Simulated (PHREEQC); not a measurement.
1 kg of water holding 0.041 mol KCl, 0.0069 mol CaCl2 and 0.58 mol NaCl is evaporated at 60 °C; the solids stay in contact with the brine. The system is closed to CO2. Solids allowed: Halite, Portlandite, Sylvite. Others were left out.

The series has 28 steps of water left (kg), from 1 to 0.005012.

All values are PHREEQC results (Pitzer model, pitzer.dat), not measurements.

### Question
Which solids form, in which order, and at which step of the series does each first stand?

### Answer
Halite from water left = 0.09502 kg; Sylvite from water left = 0.01099 kg.

Constants without temperature data keep their 25 °C values here.
